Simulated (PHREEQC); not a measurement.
Dissolve 0.0023 mol/kgw H2SO4 and 0.00029 mol/kgw LiCl at 25 °C. Closed to the air; pH follows from the charge balance.

The numbers come from PHREEQC with the ion-association model, wateq4f.dat.

Question: The ionic strength comes out as 0.00616 mol/kgw. What activity coefficients do HSO4-, Li+, SO4-2, LiSO4-, Cl- get?

Answer: HSO4- 0.92, Li+ 0.92, SO4-2 0.72, LiSO4- 0.92, Cl- 0.92.

Precipitation was switched off in this run.
